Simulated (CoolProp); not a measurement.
CH3F (R41) at 140.52 K and 1.79 MPa is throttled through a valve to 0.923 MPa with no heat exchange. Each further row changes one setting.

Computed with CoolProp (reference Helmholtz-energy equation of state, Lemmon 2006). It is a short technical equation, of lower accuracy than the large ones.

| case | temperature change (K) | final density (kg/m³) |
|---|---|---|
| as stated | +0.3 | 987 |
| outlet pressure 0.277 MPa | +0.5 | 986 |
| outlet pressure 1.2 MPa | +0.2 | 987 |
